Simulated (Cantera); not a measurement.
A freely propagating, adiabatic, planar premixed flame of H2 : O2 : N2 : H2O = 1 : 0.909 : 3.42 : 0.19 (molar parts), equivalence ratio 0.55, unburnt at 625 K and 960000 Pa; mixture-averaged transport, grid criteria slope 0.08 and curve 0.16, no radiation.

Computed with Cantera and the H2/O2 subset of GRI-Mech 3.0, which has no nitrogen chemistry. The hydrogen kinetics of GRI-Mech 3.0 are dated; newer H2 mechanisms differ, most at raised pressure. Burning velocities carry a grid error of a few per cent, more on coarse grids. Lean hydrogen flames are cellular in practice and burn faster than this planar one.

Question: What does this change do: inlet temperature 625 to 350 K?

Answer: 
```csv
quantity,before,after
laminar burning velocity,90.5 cm/s,10.4 cm/s
thermal thickness,0.0489 mm,0.149 mm
peak x(H),0.000981,0.000118
peak x(H2O2),0.000349,0.000227
peak x(HO2),0.000742,0.000364
```

Question: What does this change do: H2 1 to 0.78 parts?

Answer: 
```tsv
quantity	before	after
laminar burning velocity	90.5 cm/s	25.5 cm/s
thermal thickness	0.0489 mm	0.118 mm
peak x(H)	0.000981	0.000118
peak x(H2O2)	0.000349	0.000230
peak x(HO2)	0.000742	0.000383
```
